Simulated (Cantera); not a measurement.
Cantera with NASA thermochemical tables; ideal gases at 1 bar, condensed phases pure. Values are per mole of reaction as written; species without (g) are pure solids or liquids, kept so even where they would boil at 1 bar.

Fe2Cl6(g) → 2 Cl(g) + 2 FeCl2(g)

```json
[
 {"T (K)": "300", "ΔH° (kJ)": "615.0", "ΔS° (J/K)": "391.9", "ΔG° (kJ)": "497.4", "log10 K": "-86.60"},
 {"T (K)": "1925", "ΔH° (kJ)": "595.8", "ΔS° (J/K)": "368.6", "ΔG° (kJ)": "-113.7", "log10 K": "3.09"},
 {"T (K)": "2025", "ΔH° (kJ)": "?", "ΔS° (J/K)": "?", "ΔG° (kJ)": "?", "log10 K": "?"},
 {"T (K)": "2125", "ΔH° (kJ)": "?", "ΔS° (J/K)": "?", "ΔG° (kJ)": "?", "log10 K": "?"},
 {"T (K)": "2225", "ΔH° (kJ)": "?", "ΔS° (J/K)": "?", "ΔG° (kJ)": "?", "log10 K": "?"},
 {"T (K)": "2325", "ΔH° (kJ)": "592.6", "ΔS° (J/K)": "367.1", "ΔG° (kJ)": "-260.8", "log10 K": "5.86"}
]
```

**Question.** Fill in the missing entries.

**Answer.** 
- 2025, ΔH° (kJ): 595.0
- 2025, ΔS° (J/K): 368.2
- 2025, ΔG° (kJ): -150.6
- 2025, log10 K: 3.88
- 2125, ΔH° (kJ): 594.1
- 2125, ΔS° (J/K): 367.8
- 2125, ΔG° (kJ): -187.4
- 2125, log10 K: 4.61
- 2225, ΔH° (kJ): 593.4
- 2225, ΔS° (J/K): 367.4
- 2225, ΔG° (kJ): -224.1
- 2225, log10 K: 5.26
